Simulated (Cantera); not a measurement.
Equilibrium for tantalum, niobium, vanadium and zirconium in process gases: V + H2O + N2

Feed: 1 mol V, 1 mol H2O, a varied amount of N2, equilibrated at 2725 K and 0.0100 bar.

Equilibrium computed with Cantera from the NASA thermochemical tables; the gas is ideal and each condensed phase is pure. Candidate condensed phases: H2O, V, VN, VO, V2O3, V2O4, V2O5; 28 gas species. Kinetics and transport are ignored.

```csv
n(N2) (mol),log p N2,log p H,log p VO,log p H2,log p V,log p VO2
3.6,-2.23,-2.76,-3.06,-3.12,-3.41,-3.44
5.9,-2.16,-2.86,-3.20,-3.31,-3.55,-3.58
9.7,-2.11,-2.98,-3.36,-3.55,-3.71,-3.74
16,-2.07,-3.12,-3.54,-3.82,-3.89,-3.93
26,-2.04,-3.27,-3.73,-4.12,-4.07,-4.12
43,-2.03,-3.44,-3.93,-4.46,-4.26,-4.34
71,-2.02,-3.62,-4.14,-4.83,-4.45,-4.56
```
log p: log10 of the partial pressure in bar; nothing condenses.

From 3.6 mol N2 to 71 mol N2 nothing is condensed. The main V-bearing gas is VO throughout.
